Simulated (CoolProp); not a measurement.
Toluene at several states: fugacity coefficient from the reference equation and from simpler models built on Tc = 591.7 K, pc = 41.26 bar, ω = 0.266; each cubic takes its own stable root.

Values from CoolProp's reference Helmholtz-energy equation of state, Lemmon 2006. It is a short technical equation, of lower accuracy than the large ones.

```
T (K)  p (bar)   phase  reference
-----  -------  ------  ---------
263.3     81.8  liquid   8.441e-5
571      0.225     gas     0.9978
224.2    0.224  liquid  0.0007920
```

Question: How far does each simpler model (van der Waals, Redlich-Kwong, Soave-Redlich-Kwong) lie from the reference over these 3 states: mean and median of the absolute difference, and the worst?

Answer: 
- van der Waals: mean 29406.0 %, median 13393.7 %, worst +74824.2 % at 224.2 K and 0.224 bar
- Redlich-Kwong: mean 194.2 %, median 255.6 %, worst +326.9 % at 224.2 K and 0.224 bar
- Soave-Redlich-Kwong: mean 0.8 %, median 0.3 %, worst +2.0 % at 263.3 K and 81.8 bar
